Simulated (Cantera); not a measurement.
An adiabatic, constant-pressure homogeneous reactor starts with H₂ : O₂ : N₂ = 1 : 0.794 : 7.94 (molar parts), equivalence ratio 0.63, at 1423 K and 9000 Torr.

Computed with Cantera and GRI-Mech 3.0 (53 species, 325 reactions). The hydrogen kinetics of GRI-Mech 3.0 are dated; newer H2 mechanisms differ, most at raised pressure. The pressure lies above the range GRI-Mech 3.0 was tuned for (to about 10 atm).

One state of this run: T (K) = 2144; x H₂ = 0.000140; x O₂ = 0.0314; x O = 9.68e-5; x NO₂ = 2.21e-7; x HO₂ = 2.26e-6; x OH = 0.00137. x: mole fraction; the columns are a selection and need not sum to one.

Task: Which value of t (s) does it belong to?
A. 0.00283
B. 1.59e-5
C. 4.48e-5
D. 2.00e-6

Result: A, 0.00283
